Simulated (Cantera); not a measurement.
Input (Python, Cantera):

```python
import numpy as np
import cantera as ct

gas = ct.Solution("gri30.yaml", transport_model="mixture-averaged")
show = ['CH3', 'NO', 'H2']

rows = []
print(f"{'T/K':>7s}{'rho':>11s}{'cp':>10s}{'mu':>11s}{'lambda':>11s}{'Pr':>7s}" + "".join(f"{'D_' + s:>11s}" for s in show))
for T in [400, 650, 900, 1150, 1400, 1650, 1900]:
    gas.TPX = T, 101325, {'CO2': 0.95, 'C2H2': 0.93, 'C2H4': 0.75, 'H2': 0.27}
    Pr = gas.cp_mass * gas.viscosity / gas.thermal_conductivity
    D = [gas.mix_diff_coeffs_mole[gas.species_index(s)] for s in show]
    rows.append([gas.density, gas.cp_mass, gas.viscosity, gas.thermal_conductivity, Pr, *D])
    print(f"{T:7g}{gas.density:11.4e}{gas.cp_mass:10.1f}{gas.viscosity:11.4e}"
          f"{gas.thermal_conductivity:11.4e}{Pr:7.3f}" + "".join(f"{d:11.4e}" for d in D))
print("SI units: kg/m3, J/kg/K, Pa s, W/m/K, m2/s")
```

Result:

```
    T/K        rho        cp         mu     lambda     Pr      D_CH3       D_NO       D_H2
    400 9.2039e-01    1522.1 1.6015e-05 4.1550e-02  0.587 3.1872e-05 2.8945e-05 1.0481e-04
    650 5.6639e-01    1888.5 2.4012e-05 7.1994e-02  0.630 7.5721e-05 6.7780e-05 2.3946e-04
    900 4.0906e-01    2125.7 3.0687e-05 1.0097e-01  0.646 1.3278e-04 1.1810e-04 4.1315e-04
   1150 3.2014e-01    2307.7 3.6540e-05 1.2832e-01  0.657 2.0135e-04 1.7851e-04 6.2152e-04
   1400 2.6297e-01    2439.4 4.1835e-05 1.5413e-01  0.662 2.8039e-04 2.4812e-04 8.6170e-04
   1650 2.2312e-01    2537.4 4.6726e-05 1.7850e-01  0.664 3.6916e-04 3.2632e-04 1.1316e-03
   1900 1.9377e-01    2610.3 5.1314e-05 2.0157e-01  0.665 4.6710e-04 4.1261e-04 1.4296e-03
SI units: kg/m3, J/kg/K, Pa s, W/m/K, m2/s
```

Computed with Cantera and GRI-Mech 3.0 (53 species, 325 reactions). The composition is frozen, though it would react at the higher temperatures.
